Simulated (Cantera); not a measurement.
Premixed flame

A freely propagating, adiabatic, planar premixed flame of 7.39 % CH4, 1.92 % C2H6, 1.33 % C3H8, 18.8 % O2, 70.6 % N2, unburnt at 623 K and 5.00 bar; unity-Lewis-number transport, grid criteria slope 0.08 and curve 0.16, no radiation.

Detailed kinetics in Cantera: GRI-Mech 3.0 (53 species, 325 reactions). GRI-Mech 3.0 was tuned for natural gas; its chemistry of propane as a main component is partial and can be far from experiment. Unity Lewis numbers drop preferential diffusion, which matters most where H2 and H carry the flame. Burning velocities carry a grid error of a few per cent, more on coarse grids.

| z (mm) | T (K) | u (m/s) | x CH4 | x C2H6 | x C3H8 | x O2 | x H2 | x H2O2 |
|---|---|---|---|---|---|---|---|---|
| -0.538 | 625 | 0.349 | 0.0738 | 0.0192 | 0.0133 | 0.187 | 8.30e-5 | 4.52e-7 |
| -0.359 | 633 | 0.354 | 0.0734 | 0.0190 | 0.0132 | 0.186 | 0.000411 | 2.22e-6 |
| -0.269 | 659 | 0.369 | 0.0722 | 0.0186 | 0.0128 | 0.183 | 0.00144 | 7.58e-6 |
| -0.179 | 780 | 0.440 | 0.0664 | 0.0166 | 0.0113 | 0.168 | 0.00643 | 3.05e-5 |
| -0.0897 | 1219 | 0.712 | 0.0446 | 0.00894 | 0.00541 | 0.112 | 0.0252 | 5.28e-5 |
| -0.0448 | 1587 | 0.954 | 0.0261 | 0.00322 | 0.00130 | 0.0645 | 0.0408 | 7.62e-6 |
| 0 | 1921 | 1.18 | 0.00982 | 0.000281 | 2.04e-5 | 0.0246 | 0.0521 | 1.96e-6 |
| 0.0448 | 2086 | 1.29 | 0.00329 | 1.73e-5 | 2.98e-8 | 0.00728 | 0.0564 | 5.33e-7 |
| 0.0897 | 2141 | 1.33 | 0.00172 | 3.21e-6 | <1e-8 | 0.00233 | 0.0594 | 1.51e-7 |
| 0.179 | 2167 | 1.34 | 0.00106 | 5.53e-7 | <1e-8 | 0.000399 | 0.0634 | 2.12e-8 |
| 0.359 | 2172 | 1.35 | 0.000726 | 1.28e-7 | <1e-8 | 3.12e-5 | 0.0668 | <1e-8 |
| 0.717 | 2171 | 1.35 | 0.000427 | 3.72e-8 | <1e-8 | 1.36e-6 | 0.0695 | <1e-8 |
| 1.43 | 2168 | 1.35 | 0.000161 | <1e-8 | <1e-8 | 7.83e-7 | 0.0714 | <1e-8 |
x: mole fraction of selected species; z is measured from the peak of heat release.

```
Quantity                      Value
------------------------  ---------
laminar burning velocity  34.8 cm/s
thermal thickness          0.179 mm
peak x(H2)                   0.0723
peak x(H2O2)                6.09e-5
grid points                     140
```
